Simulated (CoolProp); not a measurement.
20 sccm (0 °C, 1 atm) of nitrogen bubbles through liquid o-xylene at 327.2 K and leaves saturated at a total pressure of 0.0877 MPa (ideal gas phase). Each further row changes one setting.

Computed with CoolProp (reference Helmholtz-energy equation of state, Zhou 2012).

| case | vapour pressure (kPa) | mole fraction of vapour | delivery (mg/min) | delivery (sccm) | change of delivery for a bath 1 K warmer (%) |
|---|---|---|---|---|---|
| as stated | 4.14 | 0.0472 | 4.70 | 0.992 | 5.1 |
| bath temperature 332.2 K | ___ | ___ | 6.00 | ___ | 4.9 |
| total pressure 0.175 MPa | 4.14 | 0.0237 | ___ | 0.485 | 4.9 |

Fill in the missing entries.


- bath temperature 332.2 K, vapour pressure (kPa): 5.22
- bath temperature 332.2 K, mole fraction of vapour: 0.0596
- bath temperature 332.2 K, delivery (sccm): 1.27
- total pressure 0.175 MPa, delivery (mg/min): 2.30
